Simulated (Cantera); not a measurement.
An isothermal, constant-pressure homogeneous reactor starts with 28.6 % C2H6, 71.4 % N2, at 1800 K and 20.0 Torr.

Computed with Cantera and GRI-Mech 3.0 (53 species, 325 reactions). GRI-Mech 3.0 stops at C3 and has no aromatics, soot or wall deposition, so with more carbon than oxygen in the feed, carbon stays in small species such as C2H2 where larger ones or solid carbon would form. Radical loss at walls, strong at low pressure, is not modelled.

x: mole fraction; the columns are a selection and need not sum to one.

| t (s) | x C2H6 | x HCN | x CH4 | x C2H4 | x C2H2 | x H |
|---|---|---|---|---|---|---|
| 2.00e-6 | 0.283 | <1e-12 | 3.74e-5 | 2.62e-6 | 1.24e-10 | 5.10e-6 |
| 1.07e-5 | 0.268 | 2.34e-10 | 0.000994 | 0.000381 | 1.38e-7 | 0.000145 |
| 5.70e-5 | 0.165 | 4.14e-7 | 0.0185 | 0.0339 | 0.000831 | 0.00162 |
| 0.000304 | … | … | … | … | … | … |
| 0.00162 | 0.000105 | 4.49e-6 | 0.0750 | 0.0160 | 0.142 | 0.000976 |
| 0.00866 | … | 4.74e-6 | … | … | 0.160 | … |
| 0.0462 | 8.00e-6 | 5.56e-6 | 0.0319 | 0.000406 | 0.171 | 0.000704 |
| 0.247 | 5.06e-7 | 9.01e-6 | 0.00631 | 6.07e-5 | 0.179 | 0.00106 |
| 1.32 | 9.20e-9 | 1.68e-5 | 0.000739 | 4.10e-5 | 0.181 | 0.00132 |
| 7.02 | 6.45e-10 | 2.60e-5 | 0.000169 | 4.08e-5 | 0.182 | 0.00133 |
| 37.5 | 5.00e-10 | 5.14e-5 | 0.000141 | 4.08e-5 | 0.182 | 0.00133 |
| 200 | 5.00e-10 | 0.000183 | 0.000141 | 4.07e-5 | 0.182 | 0.00133 |

Question: Fill in the missing entries.

Answer: 
- 0.000304, x C2H6: 0.00398
- 0.000304, x HCN: 3.46e-6
- 0.000304, x CH4: 0.0861
- 0.000304, x C2H4: 0.0756
- 0.000304, x C2H2: 0.0726
- 0.000304, x H: 0.00331
- 0.00866, x C2H6: 2.57e-5
- 0.00866, x CH4: 0.0599
- 0.00866, x C2H4: 0.00159
- 0.00866, x H: 0.000598
